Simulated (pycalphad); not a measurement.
All values are pycalphad results on the COST 507 light-alloy database (1999) (1 atm), not direct measurements. These are 1990s assessments: newer ones move some temperatures and phases.

Molar enthalpy of Al-4.61Si (at.%) in equilibrium (SER reference):

| T (°C) | H (kJ/mol) | phases |
|---|---|---|
| 1577 | 58.89 | LIQUID |
| 1502 | 56.52 | LIQUID |
| 1427 | 54.16 | LIQUID |
| 1352 | 51.79 | LIQUID |
| 1277 | 49.43 | LIQUID |
| 1202 | 47.06 | LIQUID |
| 1127 | 44.70 | LIQUID |
| 1052 | 42.33 | LIQUID |
| 977 | 39.96 | LIQUID |
| 902 | 37.60 | LIQUID |
| 827 | 35.24 | LIQUID |
| 752 | 32.87 | LIQUID |
| 677 | 30.51 | LIQUID |
| 652 | 29.72 | LIQUID |
| 602 | 22.48 | FCC_A1 + LIQUID |
| 577 | 15.97 | FCC_A1 + DIAMOND_A4 |
| 552 | 15.06 | FCC_A1 + DIAMOND_A4 |
| 527 | 14.18 | FCC_A1 + DIAMOND_A4 |
| 452 | 11.69 | FCC_A1 + DIAMOND_A4 |
| 377 | 9.39 | FCC_A1 + DIAMOND_A4 |
| 302 | 7.23 | FCC_A1 + DIAMOND_A4 |
| 227 | 5.17 | FCC_A1 + DIAMOND_A4 |

Cooling from 652 °C to 577 °C, across the freezing range, releases 13.8 kJ/mol, or 509 J/g. The slope is 31 J/(mol K) in the liquid and 36 J/(mol K) just below the solidus, where it includes any heat of precipitation. Liquidus 631 °C, solidus 577 °C. Changes were sought between steps of 25 K, so a narrower field can be missed.

FCC_A1 is fcc; DIAMOND_A4 is diamond (Si).
